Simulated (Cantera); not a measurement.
A perfectly stirred reactor is fed with CH₄ : H₂ : H = 0.034 : 1 : 0.065 (molar parts), at 100.0 Torr; it is held at 2000 K, and followed from long to short residence time.

Model: GRI-Mech 3.0 (53 species, 325 reactions), integrated in Cantera. GRI-Mech 3.0 stops at C3 and has no aromatics, soot or wall deposition, so with more carbon than oxygen in the feed, carbon stays in small species such as C2H2 where larger ones or solid carbon would form.

One state of this run: x CH₄ = 0.00265; x H₂ = 0.978; x H = 0.00478; x C₂H₆ = 8.31e-8; x C₂H = 1.28e-6; x C₂H₂ = 0.0140; x C₂H₄ = 1.39e-5. x: mole fraction; the columns are a selection and need not sum to one.

Which value of τ (s) does it belong to?
(A) 0.33
(B) 0.0078
(C) 1.2
(D) 0.62

A, 0.33
